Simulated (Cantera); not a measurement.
Charge: 1 mol SiH2Cl2, 100 mol H2, at 3.00 Torr.

These are equilibrium values from Cantera (NASA tables, ideal gas, pure condensed phases), not measurements of a reactor. Candidate condensed phases: Si; 19 gas species. Gases not in the tables: Si2H6 and higher silanes. Kinetics and transport are ignored.

Which condensed phases are stable at each of these points (T (K)): 1298, 1348, 1398, 1448, 1498, 1548, 1598, 1648, 1698, 1748, 1798?


```json
[
 {"T (K)": "1298", "condensed phases": "Si(s)", "Si condensed (%)": "91.0"},
 {"T (K)": "1348", "condensed phases": "Si(s)", "Si condensed (%)": "90.7"},
 {"T (K)": "1398", "condensed phases": "Si(s)", "Si condensed (%)": "90.3"},
 {"T (K)": "1448", "condensed phases": "Si(s)", "Si condensed (%)": "90.0"},
 {"T (K)": "1498", "condensed phases": "Si(s)", "Si condensed (%)": "89.6"},
 {"T (K)": "1548", "condensed phases": "Si(s)", "Si condensed (%)": "89.2"},
 {"T (K)": "1598", "condensed phases": "Si(s)", "Si condensed (%)": "88.7"},
 {"T (K)": "1648", "condensed phases": "Si(s)", "Si condensed (%)": "87.8"},
 {"T (K)": "1698", "condensed phases": "Si(l)", "Si condensed (%)": "86.4"},
 {"T (K)": "1748", "condensed phases": "Si(l)", "Si condensed (%)": "84.7"},
 {"T (K)": "1798", "condensed phases": "Si(l)", "Si condensed (%)": "80.4"}
]
```

From 1298 K to 1648 K the condensed part is Si(s). From 1698 K to 1798 K the condensed part is Si(l).
